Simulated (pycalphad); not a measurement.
All values are pycalphad results on the COST 507 light-alloy database (1999) (1 atm), not direct measurements. The data set is of 1999 and partly superseded.

Q: How does the equilibrium phase assembly of Si-92.42Al (wt.%) change on cooling from 2077 °C to 277 °C?

A: 
```csv
T (°C),phases above,phases below
612.6,liquid,fcc + liquid
577.0,fcc + liquid,diamond (Si) + fcc
```
Changes were sought between steps of 100 K, so a narrower field can be missed.
